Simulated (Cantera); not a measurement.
A closed system holds: 1 mol CuO, 1 mol C, 0.67 mol H2, at 1602 °C and 0.960 bar.

These are equilibrium values from Cantera (NASA tables, ideal gas, pure condensed phases), not measurements of a reactor. Candidate condensed phases: C, C6H6, C7H8, C8H18, Cu, CuO, Cu(OH)2, Cu2O, H2O; 113 gas species. Equilibrium is a limit: real reactors are often held back by kinetics, nucleation or transport.

Base state: CO 0.598, H2 0.400, Cu 0.00130, H 0.000423, H2O 8.77e-5, CH4 4.87e-5, C2H2 (acetylene) 3.47e-5, CO2 3.18e-5 (mole fractions); condensed: Cu(l).

### Question
What changes in the equilibrium state with this change: temperature from 1602 °C to 2225 °C?

### Answer
```tsv
species	before	after
CO	0.598	0.487
H2	0.400	0.319
Cu	0.00130	0.177
H	0.000423	0.0144
Cu2	3.38e-6	0.00273
CH4	4.87e-5	1.26e-6
CO2	3.18e-5	1.04e-5
H2O	8.77e-5	4.23e-5
C2H2 (acetylene)	3.47e-5	2.53e-5
Cu(l), mol	0.998	0.625
```

### Question
What changes in the equilibrium state with this change: CuO replaced by SiO2?

### Answer
```json
[
 {"species": "CO", "before": "0.598", "after": "0.488"},
 {"species": "H2", "before": "0.400", "after": "0.479"},
 {"species": "SiO", "before": "0", "after": "0.0320"},
 {"species": "Cu", "before": "0.00130", "after": "0"},
 {"species": "C2H2 (acetylene)", "before": "3.47e-5", "after": "1.58e-5"},
 {"species": "H2O", "before": "8.77e-5", "after": "0.000139"},
 {"species": "CH4", "before": "4.87e-5", "after": "4.31e-5"},
 {"species": "H", "before": "0.000423", "after": "0.000463"},
 {"species": "CO2", "before": "3.18e-5", "after": "3.44e-5"},
 {"species": "Cu(l), mol", "before": "0.998", "after": "0"},
 {"species": "SiC(s), mol", "before": "0", "after": "0.318"},
 {"species": "SiO2(condensed), mol", "before": "0", "after": "0.637"}
]
```
Mutual solubility and eutectic melting of coexisting phases are not modelled. The tables hold silica as quartz up to 1696 K and as liquid above; real silica turns to tridymite and cristobalite and melts near 1996 K. Further candidate phases: Si, SiC, SiO2.

### Question
What changes in the equilibrium state with this change: temperature from 1602 °C to 877 °C?

### Answer
```json
[
 {"species": "CO", "before": "0.598", "after": "0.579"},
 {"species": "H2", "before": "0.400", "after": "0.395"},
 {"species": "CO2", "before": "3.18e-5", "after": "0.0127"},
 {"species": "H2O", "before": "8.77e-5", "after": "0.0103"},
 {"species": "Cu", "before": "0.00130", "after": "3.01e-9"},
 {"species": "H", "before": "0.000423", "after": "4.78e-8"},
 {"species": "C2H2 (acetylene)", "before": "3.47e-5", "after": "1.53e-8"},
 {"species": "Cu(l), mol", "before": "0.998", "after": "0"},
 {"species": "C(graphite), mol", "before": "0", "after": "0.0317"},
 {"species": "Cu(s), mol", "before": "0", "after": "1.00"}
]
```
